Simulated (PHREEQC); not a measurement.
A solution holds 0.042 mol/kgw FeSO4, 0.44 mol/kgw ZnCl2, 0.0008 mol/kgw H2SO4 and 0.11 mol/kgw NaCl, at 6.3 °C. Closed to the air; pH follows from the charge balance.

Model: ion-association model, phreeqc.dat, run in PHREEQC.

| quantity | before | after |
|---|---|---|
| pH | 2.99 | 3.63 |
| ionic strength (mol/kgw) | 1.30 | 0.290 |
| Cl- (mol/kgw) | 0.834 | 0.192 |
| Zn+2 (mol/kgw) | 0.334 | 0.0788 |
| ZnCl+ (mol/kgw) | 0.0514 | 0.00455 |
| Fe+2 (mol/kgw) | 0.0347 | 0.00756 |
| SI of Melanterite (FeSO4:7H2O) | -2.37 | -3.19 |
| SI of Halite (NaCl) | -2.93 | -4.22 |

Which change was made?
A) H2SO4 from 0.0008 to 0.00016 mol/kgw
B) temperature from 6.3 to 35 °C
C) diluted 5-fold with water
D) 0.0064 mol/kgw CdCl2 added
E) temperature from 6.3 to 30 °C

C, diluted 5-fold with water

No solid was allowed to form. The ionic strength passes 0.7 mol/kgw, the rough limit of the ion-association models, in before. Constants without temperature data keep their 25 °C values here.
